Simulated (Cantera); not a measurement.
A closed system holds: 1 mol BCl3, 42 mol H2, 1.1 mol H2O, equilibrated at 1523.15 K and 16.0 Pa.

Method: chemical equilibrium by Gibbs-energy minimisation in Cantera with the NASA 1993 tables (ideal gas, pure condensed phases). Candidate condensed phases: B, B2O3, B3O3H3, H2O; 33 gas species. The tables' values for BOCl, BCl are old estimates; treat these amounts as uncertain. The numbers say what is thermodynamically allowed, not how fast it happens.

Base state: H2 0.913, HCl 0.0650, HBO 0.0139, H 0.00175, B2O2 0.00149, BOCl 0.00130, HBO2 0.00112, B2O3 0.00107 (mole fractions); condensed: gas only.

### Question
What changes in the equilibrium state with this change: H2O from 1.1 to 2.2 mol?

### Answer
| species | before | after |
|---|---|---|
| H2 | 0.913 | 0.906 |
| HCl | 0.0650 | 0.0647 |
| HBO2 | 0.00112 | 0.0170 |
| HBO | 0.0139 | 0.00131 |
| BCl | 2.18e-5 | 1.28e-8 |
| H2O | 4.63e-5 | 0.00739 |
| B2O2 | 0.00149 | 1.33e-5 |
The tables' values for BOCl are old estimates; treat these amounts as uncertain.

### Question
What changes in the equilibrium state with this change: temperature from 1523.15 K to 2200 K?

### Answer
| species | before | after |
|---|---|---|
| H2 | 0.913 | 0.586 |
| H | 0.00175 | 0.341 |
| HCl | 0.0650 | 0.0379 |
| Cl | 9.99e-5 | 0.0161 |
| BO | 0.000672 | 0.0152 |
| HBO | 0.0139 | 0.00215 |
| O | <1e-9 | 3.93e-5 |
| OH | 2.74e-9 | 9.69e-5 |
The tables' values for BOCl are old estimates; treat these amounts as uncertain.
